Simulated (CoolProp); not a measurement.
Vapour pressure (bar) of ammonia: the reference equation beside estimates from Tc = 405.6 K, pc = 113.6 bar, ω = 0.256. Clausius-Clapeyron is anchored at 323 K with a constant enthalpy of vaporisation of 17.91 kJ/mol.

Values from CoolProp's reference Helmholtz-energy equation of state, Gao 2020.

```json
[
 {"T (K)": "272.8", "reference": "4.237", "Lee-Kesler": "4.205", "Clausius-Clapeyron": "5.935", "Soave-Redlich-Kwong": "4.206", "Peng-Robinson": "4.213"},
 {"T (K)": "289.6", "reference": "7.639", "Lee-Kesler": "7.662", "Clausius-Clapeyron": "9.384", "Soave-Redlich-Kwong": "7.657", "Peng-Robinson": "7.615"},
 {"T (K)": "306.3", "reference": "12.80", "Lee-Kesler": "12.90", "Clausius-Clapeyron": "14.08", "Soave-Redlich-Kwong": "12.92", "Peng-Robinson": "12.79"},
 {"T (K)": "323", "reference": "20.25", "Lee-Kesler": "20.44", "Clausius-Clapeyron": "20.25", "Soave-Redlich-Kwong": "20.54", "Peng-Robinson": "20.28"},
 {"T (K)": "339.8", "reference": "30.65", "Lee-Kesler": "30.90", "Clausius-Clapeyron": "28.16", "Soave-Redlich-Kwong": "31.17", "Peng-Robinson": "30.75"},
 {"T (K)": "356.5", "reference": "44.51", "Lee-Kesler": "44.75", "Clausius-Clapeyron": "37.90", "Soave-Redlich-Kwong": "45.30", "Peng-Robinson": "44.74"},
 {"T (K)": "373.3", "reference": "62.74", "Lee-Kesler": "62.92", "Clausius-Clapeyron": "49.74", "Soave-Redlich-Kwong": "63.75", "Peng-Robinson": "63.14"},
 {"T (K)": "390", "reference": "86.02", "Lee-Kesler": "86.16", "Clausius-Clapeyron": "63.69", "Soave-Redlich-Kwong": "86.98", "Peng-Robinson": "86.51"}
]
```

Absolute difference from the reference over all 8 rows, mean and median: Lee-Kesler 0.6 and 0.6 %, Clausius-Clapeyron 17.8 and 17.8 %, Soave-Redlich-Kwong 1.2 and 1.3 %, Peng-Robinson 0.4 and 0.4 %.
